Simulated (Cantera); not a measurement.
A perfectly stirred reactor is fed with H2 : O2 = 0.011 : 1 (molar parts), equivalence ratio 0.0055, at 0.0267 bar; it is held at 1050 K, and followed from long to short residence time.

Model: GRI-Mech 3.0 (53 species, 325 reactions), integrated in Cantera. Radical loss at walls, strong at low pressure, is not modelled.

Q: What does this change do: temperature 1050 to 900 K?

A: 
```csv
quantity,before,after
x(H2) at τ = 0.850 s,0.000113,0.000423
x(O2) at τ = 0.850 s,0.988,0.989
x(OH) at τ = 0.850 s,0.000153,6.79e-5
x(H2O2) at τ = 0.850 s,4.65e-8,8.53e-8
x(O) at τ = 0.850 s,0.000559,0.000196
x(H2) at τ = 71.0 ms,0.000445,0.00150
x(O2) at τ = 71.0 ms,0.987,0.988
x(OH) at τ = 71.0 ms,0.000401,0.000206
x(H2O2) at τ = 71.0 ms,9.17e-8,1.92e-7
x(O) at τ = 71.0 ms,0.00202,0.000651
```
Below about 950 K walls govern HO2 and H2O2 in real vessels.
